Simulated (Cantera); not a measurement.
A perfectly stirred reactor is fed with H₂ : O₂ : N₂ = 1 : 0.568 : 2.14 (molar parts), equivalence ratio 0.88, at 7500 Torr; it is adiabatic with a 575 K inlet, and is followed from long to short residence time, starting on the burning branch (τ in s: 0.096, 0.042, 0.018, 0.008, 0.0035, 0.0015, 0.00067, 0.00029, 0.00013, 5.6e-05, 2.5e-05, 1.1e-05, 4.7e-06).

Model: GRI-Mech 3.0 (53 species, 325 reactions), integrated in Cantera. The hydrogen kinetics of GRI-Mech 3.0 are dated; newer H2 mechanisms differ, most at raised pressure.

One state of this run: T (K) = 2334; x H₂ = 0.0181; x O₂ = 0.0261; x OH = 0.0138; x H₂O = 0.279; x NO = 0.000113; x H = 0.00504. x: mole fraction; the columns are a selection and need not sum to one.

Problem. Which value of τ (s) does it belong to?
(A) 4.7e-6
(B) 0.0015
(C) 0.0080
(D) 2.5e-5

Solution. D, 2.5e-5
